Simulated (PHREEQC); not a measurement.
Consider water at 20 °C with 0.021 mol/kgw HBr, 0.0034 mol/kgw ZnSO4 and 0.022 mol/kgw MnSO4. Closed to the air; pH follows from the charge balance.

Computed with PHREEQC (ion-association model, phreeqc.dat).

```json
{
  "pH": "1.92",
  "ionic_strength": "0.0835 mol/kgw",
  "specific_conductance": "7730 µS/cm",
  "density": "1.003 g/cm³",
  "total_alkalinity": "-21.0 meq/kg"
}
```

| species | molality | activity | log γ |
|---|---|---|---|
| Br- | 0.0210 | 0.0162 | -0.114 |
| Mn+2 | 0.0166 | 0.00702 | -0.373 |
| H+ | 0.0145 | 0.0121 | -0.079 |
| SO4-2 | 0.0123 | 0.00488 | -0.400 |
| HSO4- | 0.00650 | 0.00516 | -0.101 |
| MnSO4 | 0.00543 | 0.00553 | 0.008 |
| Zn+2 | 0.00230 | 0.000921 | -0.397 |
| ZnSO4 | 0.000994 | 0.00101 | 0.008 |
| Zn(SO4)2-2 | 0.000106 | 4.18e-5 | -0.403 |
| ZnBr+ | 4.93e-6 | 3.91e-6 | -0.101 |
| ZnBr2 | 2.47e-8 | 2.52e-8 | 0.008 |

This is a speciation only: nothing precipitates in the calculation.
